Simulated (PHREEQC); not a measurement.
0.013 g of hydrous ferric oxide (600 m²/g; 0.2 weak and 0.005 strong sites per Fe, Dzombak-Morel constants, diffuse double layer) in 1 kg of water with 0.01 mol/kgw of an inert sodium salt and 1.6e-05 mol CaCl2 and 4.8e-06 mol NaF, at 25 °C; the pH is set by adding NaOH or the inert anion's acid. O2 is buffered at 0.21 atm. No CO2 enters from the air. No solid was allowed to form.

Model: ion-association model, wateq4f.dat, run in PHREEQC.

### Question
Predict F sorbed (%), surface charge σ (C/m²), surface potential ψ (mV) at pH = 3, 6.33, 10.33.

### Answer
```json
[
 {"pH": "3", "F sorbed (%)": "40.6", "surface charge σ (C/m²)": "0.304", "surface potential ψ (mV)": "200"},
 {"pH": "6.33", "F sorbed (%)": "3.4", "surface charge σ (C/m²)": "0.036", "surface potential ψ (mV)": "94"},
 {"pH": "10.33", "F sorbed (%)": "0.0", "surface charge σ (C/m²)": "-0.020", "surface potential ψ (mV)": "-66"}
]
```

Complexes and solids missing from the database can't appear. The oxide is taken as insoluble; below pH 4 it would dissolve.
